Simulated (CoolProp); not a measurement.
Properties of carbon dioxide along the isotherm 42.55 °C (Tc = 31.0 °C, pc = 73.77 bar, ω = 0.224).

Computed with CoolProp (reference Helmholtz-energy equation of state, Span 1996).

| p (bar) | phase | density (kg/m³) | cp (kJ/(kg K)) | cv (kJ/(kg K)) | isothermal compressibility (1/MPa) | fugacity coefficient |
|---|---|---|---|---|---|---|
| 0.35 | gas | 0.5877 | 0.8638 | 0.6736 | 28.61 | 0.9986 |
| 0.796 | gas | 1.339 | 0.8663 | 0.6745 | 12.60 | 0.9967 |
| 1.81 | gas | 3.058 | 0.8721 | 0.6764 | 5.567 | 0.9926 |
| 4.12 | gas | 7.028 | 0.8856 | 0.6810 | 2.470 | 0.9831 |
| 9.39 | gas | 16.39 | 0.9190 | 0.6917 | 1.110 | 0.9617 |
| 21.4 | gas | 39.57 | 1.012 | 0.7183 | 0.5186 | 0.9135 |
| 48.6 | gas | 106.5 | 1.399 | 0.7974 | 0.2828 | 0.8065 |
| 111 | supercritical | 650.8 | 4.483 | 0.9902 | 0.07890 | 0.5547 |
